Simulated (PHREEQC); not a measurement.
PHREEQC input (ion-association model, phreeqc.dat):

```
SOLUTION 0
  temp 25
  units mmol/kgw
  pH 7 charge
  Cl 42.89
  Mn(2) 21
  Ca 0.44
SOLUTION 1-30
  temp 25
  units mmol/kgw
  pH 7 charge
  Cl 184.01
  Ba 81
  Mg 11
END
EXCHANGE 1-30
  X 0.018
  -equilibrate 1
END
SELECTED_OUTPUT 1
  -reset false
  -pH true
  -pe true
  -ionic_strength true
  -water true
  -step true
  -totals Ba Ca Cl Mg Mn Mn(2) Mn(3)
  -molalities MnX2 CaX2 BaX2 MgX2
  -saturation_indices Pyrochroite
PRINT
  -reset false
TRANSPORT
  -cells 30
  -shifts 90
  -lengths 0.00666667
  -time_step 60
  -dispersivities 0.01
  -boundary_conditions flux flux
  -correct_disp true
  -punch_cells 30
  -punch_frequency 3
END
```

Selected output (columns that matter, 15 of 31 rows; pore volumes added in front):

```
pore volumes	pH	mu	Ba	Ca	Cl	Mg	Mn	m_MnX2	m_CaX2	m_BaX2	m_MgX2	si_Pyrochroite
0	5.1048	0.27601	0.081	0	0.18401	0.011	0	0	0	0.0084387	0.00056129	-1000
0.2167	5.1048	0.27601	0.081	2.7285e-13	0.18401	0.011	4.089e-11	1.4187e-12	2.2066e-14	0.0084387	0.00056129	-15.997
0.4167	5.1047	0.27541	0.080793	4.713e-07	0.18362	0.010971	3.8275e-05	1.3315e-06	3.8206e-08	0.0084375	0.00056115	-10.025
0.6167	5.1034	0.25883	0.075051	1.6498e-05	0.17284	0.010168	0.0011808	4.4358e-05	1.4329e-06	0.008397	0.00055717	-8.5271
0.9167	5.0953	0.17857	0.047174	9.4456e-05	0.12031	0.0062632	0.0066192	0.00039607	1.2538e-05	0.0080668	0.00052456	-7.7276
1.1167	5.0878	0.12667	0.029206	0.00013905	0.085974	0.0037342	0.0099025	0.00092641	2.7981e-05	0.0075715	0.00047413	-7.51
1.3167	5.0811	0.093722	0.017676	0.0001676	0.064011	0.0021058	0.012051	0.0017188	5.0285e-05	0.0068323	0.00039865	-7.3907
1.5167	5.0766	0.076331	0.011187	0.0001915	0.052397	0.0011943	0.013621	0.0026937	7.8642e-05	0.0059182	0.00030946	-7.316
1.7167	5.074	0.068077	0.0075254	0.00021809	0.046927	0.00069552	0.01502	0.0037162	0.00011132	0.0049485	0.000224	-7.2623
1.9167	5.0728	0.064384	0.0052932	0.0002479	0.044536	0.00041323	0.016309	0.0046774	0.00014624	0.0040226	0.0001538	-7.2213
2.1167	5.0721	0.06277	0.0038115	0.00027863	0.043542	0.00024748	0.017428	0.0055216	0.00018133	0.0031955	0.00010162	-7.1902
2.4167	5.0717	0.061864	0.0023615	0.00032161	0.043046	0.00011447	0.018721	0.0065371	0.00023052	0.0021806	5.177e-05	-7.1579
2.6167	5.0716	0.061635	0.001714	0.00034631	0.042949	6.8004e-05	0.019341	0.0070556	0.00025927	0.0016531	3.2123e-05	-7.1435
2.8167	5.0716	0.061516	0.0012374	0.00036728	0.042912	4.0112e-05	0.019806	0.0074637	0.00028402	0.0012327	1.9572e-05	-7.1331
3.0167	5.0715	0.061447	0.00088709	0.00038455	0.042898	2.3482e-05	0.020149	0.0077783	0.00030463	0.00090529	1.1737e-05	-7.1256
```

Complexes and solids missing from the database can't appear.
